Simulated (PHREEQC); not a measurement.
HCl is added in steps, without added water, to 1 kg of water holding 2.6 mmol/kgw CdCl2, 4 mmol/kgw CaCl2 and 0.25 mmol/kgw NaHCO3, at 20 °C. O2 is buffered at 0.21 atm. The system is closed to CO2. The run lets Calcite, Halite, Cd(OH)2, Otavite precipitate or redissolve, and no other solid.

Base run: PHREEQC, ion-association model, phreeqc.dat. Each further column changes one thing. The table gives HCO3- (mol/kgw).

| HCl added (mol) | base | CdCl2 from 0.0026 to 0.0039 mol/kgw | diluted 100-fold with water | CaCl2 left out |
|---|---|---|---|---|
| 0 | 3.51e-5 | 3.02e-5 | 2.30e-6 | 2.74e-5 |
| 0.0021 | 7.20e-8 | 7.29e-8 | 5.47e-10 | 6.69e-8 |
| 0.0039 | 3.68e-8 | 3.72e-8 | 3.03e-10 | 3.44e-8 |
| 0.006 | 2.36e-8 | 2.38e-8 | 2.02e-10 | 2.21e-8 |
| 0.0081 | 1.74e-8 | 1.76e-8 | 1.53e-10 | 1.64e-8 |
| 0.0099 | 1.43e-8 | 1.44e-8 | 1.27e-10 | 1.35e-8 |
| 0.012 | 1.18e-8 | 1.19e-8 | 1.06e-10 | 1.12e-8 |

 Solids allowed in the column 'CaCl2 left out': Halite, Cd(OH)2, Otavite.
